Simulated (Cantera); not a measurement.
Feed: 1 mol CH3OH, 1.7 mol H2, held at 1.33 mbar.

Method: chemical equilibrium by Gibbs-energy minimisation in Cantera with the NASA 1993 tables (ideal gas, pure condensed phases). Candidate condensed phases: C, C6H6, C7H8, C8H18, H2O; 110 gas species. Rates play no part.

log p: log10 of the partial pressure in bar; n: condensed amount in mol.

```json
[
 {"T (°C)": "502", "log p H2": "-2.98", "log p CO": "-3.60", "log p CO2": "-4.85", "log p H2O": "(withheld)", "log p H": "-13.49", "log p CH4": "-5.64", "log p C2H2 (acetylene)": "<-14", "n C(graphite)": "0.0821"},
 {"T (°C)": "577", "log p H2": "-2.98", "log p CO": "-3.55", "log p CO2": "-5.77", "log p H2O": "(withheld)", "log p H": "-12.18", "log p CH4": "-6.16", "log p C2H2 (acetylene)": "-14.00", "n C(graphite)": "0.0108"},
 {"T (°C)": "652", "log p H2": "-2.98", "log p CO": "-3.55", "log p CO2": "-6.62", "log p H2O": "(withheld)", "log p H": "-11.07", "log p CH4": "-6.60", "log p C2H2 (acetylene)": "-12.88", "n C(graphite)": "0.00152"},
 {"T (°C)": "727", "log p H2": "-2.98", "log p CO": "-3.55", "log p CO2": "-7.34", "log p H2O": "(withheld)", "log p H": "-10.13", "log p CH4": "-6.98", "log p C2H2 (acetylene)": "-11.92", "n C(graphite)": "0.000205"},
 {"T (°C)": "802", "log p H2": "-2.98", "log p CO": "-3.55", "log p CO2": "-7.96", "log p H2O": "(withheld)", "log p H": "-9.32", "log p CH4": "-7.31", "log p C2H2 (acetylene)": "-11.11", "n C(graphite)": "0"},
 {"T (°C)": "877", "log p H2": "-2.98", "log p CO": "-3.55", "log p CO2": "-8.41", "log p H2O": "(withheld)", "log p H": "-8.62", "log p CH4": "-7.68", "log p C2H2 (acetylene)": "-10.57", "n C(graphite)": "0"},
 {"T (°C)": "952", "log p H2": "-2.98", "log p CO": "-3.55", "log p CO2": "-8.80", "log p H2O": "(withheld)", "log p H": "-8.00", "log p CH4": "-8.00", "log p C2H2 (acetylene)": "-10.10", "n C(graphite)": "0"},
 {"T (°C)": "1027", "log p H2": "-2.98", "log p CO": "-3.55", "log p CO2": "-9.14", "log p H2O": "(withheld)", "log p H": "-7.45", "log p CH4": "-8.30", "log p C2H2 (acetylene)": "-9.69", "n C(graphite)": "0"},
 {"T (°C)": "1102", "log p H2": "-2.98", "log p CO": "-3.55", "log p CO2": "-9.41", "log p H2O": "(withheld)", "log p H": "-6.95", "log p CH4": "-8.60", "log p C2H2 (acetylene)": "-9.40", "n C(graphite)": "0"},
 {"T (°C)": "1177", "log p H2": "-2.98", "log p CO": "-3.55", "log p CO2": "-9.61", "log p H2O": "(withheld)", "log p H": "-6.51", "log p CH4": "-8.91", "log p C2H2 (acetylene)": "-9.23", "n C(graphite)": "0"},
 {"T (°C)": "1252", "log p H2": "-2.98", "log p CO": "-3.55", "log p CO2": "-9.74", "log p H2O": "-8.74", "log p H": "-6.12", "log p CH4": "-9.23", "log p C2H2 (acetylene)": "-9.15", "n C(graphite)": "0"},
 {"T (°C)": "1327", "log p H2": "-2.98", "log p CO": "-3.55", "log p CO2": "-9.84", "log p H2O": "-8.79", "log p H": "-5.75", "log p CH4": "-9.54", "log p C2H2 (acetylene)": "-9.13", "n C(graphite)": "0"},
 {"T (°C)": "1402", "log p H2": "-2.98", "log p CO": "-3.55", "log p CO2": "-9.91", "log p H2O": "-8.82", "log p H": "-5.43", "log p CH4": "-9.84", "log p C2H2 (acetylene)": "-9.13", "n C(graphite)": "0"}
]
```

Task: Some entries are withheld; supply them.

Result: 
- 502, log p H2O: -4.93
- 577, log p H2O: -5.68
- 652, log p H2O: -6.36
- 727, log p H2O: -6.93
- 802, log p H2O: -7.42
- 877, log p H2O: -7.77
- 952, log p H2O: -8.07
- 1027, log p H2O: -8.33
- 1102, log p H2O: -8.53
- 1177, log p H2O: -8.66
